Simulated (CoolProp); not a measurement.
Aqueous lithium chloride as a coolant, 17 % by mass, freezing at -30.9 °C, 1 atm.

Computed with CoolProp (Melinder's fits for secondary coolants).

```json
[
 {"T (°C)": "-17.8", "viscosity (mPa s)": "6.14", "density (kg/m³)": "1104", "conductivity (W/(m K))": "0.505", "cp (kJ/(kg K))": "___"},
 {"T (°C)": "-13.9", "viscosity (mPa s)": "5.19", "density (kg/m³)": "1104", "conductivity (W/(m K))": "0.510", "cp (kJ/(kg K))": "3.200"},
 {"T (°C)": "-9.9", "viscosity (mPa s)": "4.43", "density (kg/m³)": "1103", "conductivity (W/(m K))": "0.516", "cp (kJ/(kg K))": "3.220"},
 {"T (°C)": "-6", "viscosity (mPa s)": "3.84", "density (kg/m³)": "1103", "conductivity (W/(m K))": "0.521", "cp (kJ/(kg K))": "3.239"},
 {"T (°C)": "-2", "viscosity (mPa s)": "3.36", "density (kg/m³)": "1102", "conductivity (W/(m K))": "0.527", "cp (kJ/(kg K))": "3.259"},
 {"T (°C)": "1.9", "viscosity (mPa s)": "2.97", "density (kg/m³)": "1101", "conductivity (W/(m K))": "0.533", "cp (kJ/(kg K))": "3.278"},
 {"T (°C)": "5.8", "viscosity (mPa s)": "2.65", "density (kg/m³)": "1101", "conductivity (W/(m K))": "___", "cp (kJ/(kg K))": "3.297"},
 {"T (°C)": "9.8", "viscosity (mPa s)": "2.38", "density (kg/m³)": "1100", "conductivity (W/(m K))": "0.544", "cp (kJ/(kg K))": "3.316"},
 {"T (°C)": "13.7", "viscosity (mPa s)": "2.15", "density (kg/m³)": "1099", "conductivity (W/(m K))": "0.550", "cp (kJ/(kg K))": "3.336"},
 {"T (°C)": "17.7", "viscosity (mPa s)": "1.96", "density (kg/m³)": "1098", "conductivity (W/(m K))": "0.555", "cp (kJ/(kg K))": "3.355"},
 {"T (°C)": "21.6", "viscosity (mPa s)": "1.79", "density (kg/m³)": "___", "conductivity (W/(m K))": "0.561", "cp (kJ/(kg K))": "___"},
 {"T (°C)": "25.5", "viscosity (mPa s)": "1.65", "density (kg/m³)": "1095", "conductivity (W/(m K))": "0.566", "cp (kJ/(kg K))": "___"},
 {"T (°C)": "29.5", "viscosity (mPa s)": "1.52", "density (kg/m³)": "___", "conductivity (W/(m K))": "___", "cp (kJ/(kg K))": "3.413"},
 {"T (°C)": "33.4", "viscosity (mPa s)": "1.41", "density (kg/m³)": "1093", "conductivity (W/(m K))": "0.577", "cp (kJ/(kg K))": "3.432"}
]
```

Q: Fill in the missing entries.

A: 
- -17.8, cp (kJ/(kg K)): 3.181
- 5.8, conductivity (W/(m K)): 0.538
- 21.6, density (kg/m³): 1097
- 21.6, cp (kJ/(kg K)): 3.374
- 25.5, cp (kJ/(kg K)): 3.393
- 29.5, density (kg/m³): 1094
- 29.5, conductivity (W/(m K)): 0.572
